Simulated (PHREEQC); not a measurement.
## Hard or scaling water with silver or lead bath

Solution A (65 mmol/kgw CaCl2, 5.3 mmol/kgw Na2SO4 and 3.3 mmol/kgw NaCl) is mixed with solution B (0.088 mmol/kgw PbCl2, 20 mmol/kgw NaCl and 140 mmol/kgw Na2SO4) at 25 °C; shares are by mass of water, 1 kg in all. Oxygen is held at 0.21 atm. CO2 from the air is kept out. The run lets Gypsum, Halite, Anglesite, Pb(OH)2 precipitate or redissolve, and no other solid.

Computed with PHREEQC (ion-association model, phreeqc.dat).

```csv
share of solution B,pH,Gypsum (mol),Anglesite (mol),Ca in solution (mol/kgw),Pb in solution (mol/kgw),S in solution (mol/kgw),Ca+2 (mol/kgw),SO4-2 (mol/kgw)
0,6.93,0,0,0.0650,0,0.00530,0.0624,0.00265
0.1,6.78,0.00805,0,0.0505,8.80e-6,0.0107,0.0460,0.00584
0.15,6.73,0.0135,0,0.0418,1.32e-5,0.0120,0.0373,0.00693
0.25,6.68,0.0220,0,0.0268,2.20e-5,0.0170,0.0223,0.0110
0.35,6.70,0.0249,2.21e-6,0.0174,2.86e-5,0.0276,0.0129,0.0197
0.4,6.76,0.0242,1.08e-5,0.0148,2.44e-5,0.0350,0.0103,0.0256
0.5,6.86,0.0206,2.41e-5,0.0119,1.99e-5,0.0521,0.00743,0.0392
0.6,6.93,0.0155,3.50e-5,0.0105,1.79e-5,0.0706,0.00601,0.0535
0.65,6.96,0.0128,4.00e-5,0.00998,1.72e-5,0.0801,0.00554,0.0606
0.75,7.00,0.00698,4.96e-5,0.00928,1.64e-5,0.0993,0.00486,0.0749
0.85,7.04,0.000972,5.89e-5,0.00878,1.59e-5,0.119,0.00440,0.0891
0.9,7.05,0,6.34e-5,0.00650,1.58e-5,0.126,0.00320,0.0952
1,7.07,0,7.25e-5,0,1.55e-5,0.140,0,0.106
```

Gypsum from share of solution B = 0.05 (pH 6.85), last present at share of solution B = 0.85; Anglesite from share of solution B = 0.35 (pH 6.70).
